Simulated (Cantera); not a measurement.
Input: 1 mol Si, 2.2 mol F2, 2.3 mol N2, held at 10000 Pa.

These are equilibrium values from Cantera (NASA tables, ideal gas, pure condensed phases), not measurements of a reactor. Candidate condensed phases: Si, Si3N4; 16 gas species. The numbers say what is thermodynamically allowed, not how fast it happens.

x: gas mole fraction; nothing condenses.

| T (K) | x N2 | x SiF4 | x F | x F2 | x NF3 | x NF2 |
|---|---|---|---|---|---|---|
| 523 | 0.663 | 0.297 | 3.58e-7 | 7.70e-5 | 0.0396 | 1.91e-11 |
| 573 | 0.663 | 0.297 | [?] | [?] | 0.0393 | [?] |
| 623 | 0.663 | 0.297 | 3.56e-5 | 0.00194 | 0.0382 | 1.69e-9 |
| 673 | 0.663 | 0.296 | 0.000208 | 0.00643 | 0.0351 | 9.12e-9 |
| 723 | 0.661 | 0.294 | 0.000908 | 0.0163 | 0.0280 | 3.52e-8 |
| 773 | 0.659 | 0.290 | [?] | [?] | [?] | [?] |
| 823 | 0.656 | 0.287 | 0.00756 | 0.0416 | 0.00804 | 1.78e-7 |
| 873 | 0.653 | 0.284 | 0.0155 | 0.0446 | 0.00300 | 2.54e-7 |
| 923 | 0.648 | 0.282 | 0.0276 | 0.0411 | 0.00100 | 3.02e-7 |
| 973 | 0.643 | 0.280 | 0.0433 | 0.0338 | 0.000312 | 3.12e-7 |
| 1023 | 0.637 | 0.277 | 0.0610 | 0.0248 | 8.95e-5 | 2.80e-7 |
| 1073 | 0.632 | 0.275 | 0.0775 | 0.0162 | 2.32e-5 | 2.20e-7 |
| 1123 | 0.628 | 0.273 | 0.0900 | 0.00956 | 5.55e-6 | 1.54e-7 |

Problem. Fill in the missing entries.

Solution. 
- 773, x F: 0.00299
- 773, x F2: 0.0305
- 773, x NF3: 0.0174
- 773, x NF2: 9.48e-8
- 573, x F: 4.38e-6
- 573, x F2: 0.000448
- 573, x NF2: 2.20e-10
